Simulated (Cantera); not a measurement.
Charge: 1 mol PbO, 0.85 mol CH4, 0.027 mol CO, held at 0.0140 bar.

These are equilibrium values from Cantera (NASA tables, ideal gas, pure condensed phases), not measurements of a reactor. Candidate condensed phases: C, C6H6, C7H8, C8H18, H2O, Pb, PbO, PbO2, Pb3O4; 113 gas species. Kinetics and transport are ignored.

### Question
Which condensed phases are stable at each of these points (T (°C)): 775, 875, 975, 1075, 1175, 1275, 1375, 1475, 1575, 1675, 1775, 1875, 1975, 2075?

### Answer
```json
[
 {"T (°C)": "775", "condensed phases": "Pb(l)", "Pb condensed (%)": "99.2"},
 {"T (°C)": "875", "condensed phases": "Pb(l)", "Pb condensed (%)": "94.7"},
 {"T (°C)": "975", "condensed phases": "Pb(l)", "Pb condensed (%)": "73.6"},
 {"T (°C)": "1075", "condensed phases": "gas only", "Pb condensed (%)": "0.0"},
 {"T (°C)": "1175", "condensed phases": "gas only", "Pb condensed (%)": "0.0"},
 {"T (°C)": "1275", "condensed phases": "gas only", "Pb condensed (%)": "0.0"},
 {"T (°C)": "1375", "condensed phases": "gas only", "Pb condensed (%)": "0.0"},
 {"T (°C)": "1475", "condensed phases": "gas only", "Pb condensed (%)": "0.0"},
 {"T (°C)": "1575", "condensed phases": "gas only", "Pb condensed (%)": "0.0"},
 {"T (°C)": "1675", "condensed phases": "gas only", "Pb condensed (%)": "0.0"},
 {"T (°C)": "1775", "condensed phases": "gas only", "Pb condensed (%)": "0.0"},
 {"T (°C)": "1875", "condensed phases": "gas only", "Pb condensed (%)": "0.0"},
 {"T (°C)": "1975", "condensed phases": "gas only", "Pb condensed (%)": "0.0"},
 {"T (°C)": "2075", "condensed phases": "gas only", "Pb condensed (%)": "0.0"}
]
```

From 775 °C to 975 °C the condensed part is Pb(l). From 1075 °C to 2075 °C nothing is condensed.
